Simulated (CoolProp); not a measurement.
Aqueous sodium chloride as a coolant, 6 % by mass, freezing at -3.7 °C, 1 atm.

The numbers come from the Melinder's fits for secondary coolants in CoolProp.

```tsv
T (°C)	viscosity (mPa s)	density (kg/m³)	cp (kJ/(kg K))	Prandtl number
2.6	1.77	1045	3.865	12.2
9.9	1.43	1044	3.873	9.64
17.2	1.18	1042	3.881	7.80
24.4	0.997	1040	3.888	6.46
31.7	0.857	1037	3.896	5.46
```
